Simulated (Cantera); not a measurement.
Input (Python, Cantera) and output of one run.

```python
import numpy as np
import cantera as ct

gas_names = """
    AL ALH ALN AL2 H H2 N NH NH2 NH3 N2 N2H2 N2H4
""".split()
cond_names = """
    AL(cr) AL(L) ALN(s)
""".split()


def load(file, names, dense=False):
    # The tables refer to 1 bar. Condensed volumes are neglected.
    table = {s.name: s for s in ct.Species.list_from_file(file)}
    out = []
    for n in names:
        d = dict(table[n].input_data)
        d["thermo"] = dict(d["thermo"], **{"reference-pressure": 1e5})
        if dense:
            d["equation-of-state"] = {"model": "constant-volume", "density": "1e6 g/cm^3"}
        out.append(ct.Species.from_dict(d))
    return out


gas = ct.Solution(thermo="ideal-gas", species=load("nasa_gas.yaml", gas_names))
cond = {s.name: ct.Solution(thermo="fixed-stoichiometry", species=[s], name=s.name)
        for s in load("nasa_condensed.yaml", cond_names, dense=True)}
atoms = {
    'AlN': {'AL': 1, 'N': 1},
    'H2': {'H': 2},
}
top_T = {'ALN(s)': 2750}  # K; cautious upper limits of use, not melting points


def equilibrate(T, P, feed):
    n = {}
    for name, mol in feed.items():
        for a, k in atoms[name].items():
            n[a] = n.get(a, 0.0) + k * mol
    gas.TPX = T, P, n
    mass = sum(n.values()) * gas.mean_molecular_weight
    gas.equilibrate("TP")
    valid = [c for c in cond.values() if c.min_temp <= T <= top_T.get(c.name, c.max_temp)]
    mix = ct.Mixture([(gas, mass / gas.mean_molecular_weight)] + [(c, 0.0) for c in valid])
    mix.T, mix.P = T, P
    mix.equilibrate("TP", solver="vcs", rtol=1e-11, max_steps=5000)
    return mix


results = []
feed = {'AlN': 1, 'H2': 68}  # mol
T = 775  # K
P = 300  # Pa
mix = equilibrate(T, P, feed)
results.append((T, P, feed, dict(zip(mix.species_names, mix.species_moles))))
print(gas.report(threshold=0.0001))
for i in range(1, mix.n_phases):
    print(f"{mix.phase(i).name:16s} {mix.phase_moles(i):12.5e} mol")
```

Result:

```
       temperature   775 K
          pressure   300 Pa
           density   9.3859e-05 kg/m^3
  mean mol. weight   2.016 kg/kmol
   phase of matter   gas

                          1 kg             1 kmol
                     ---------------   ---------------
          enthalpy        6.9238e+06        1.3958e+07  J
   internal energy        3.7275e+06        7.5146e+06  J
           entropy        1.0264e+05        2.0692e+05  J/K
    Gibbs function        -7.262e+07        -1.464e+08  J
 heat capacity c_p             14650             29534  J/K
 heat capacity c_v             10525             21219  J/K

                      mass frac. Y      mole frac. X     chem. pot. / RT
                     ---------------   ---------------   ---------------
                H2                 1                 1            -22.72
     [  +12 minor]        9.0639e-12        1.8108e-11

AL(cr)            0.00000e+00 mol
ALN(s)            1.00000e+00 mol
```

Method: chemical equilibrium by Gibbs-energy minimisation in Cantera with the NASA 1993 tables (ideal gas, pure condensed phases).
